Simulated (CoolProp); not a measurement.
The numbers come from the reference Helmholtz-energy equation of state, Akasaka 2023 in CoolProp.

Question: Give the vapour pressure (MPa), vapour density (kg/m³) of saturated R1336mzz(E) at 262.8, 277.2, 291.7 K.

Answer: 
```csv
T (K),p (MPa),vapour density (kg/m³)
262.8,0.0454,3.50
277.2,0.0866,6.44
291.7,0.153,11.1
```
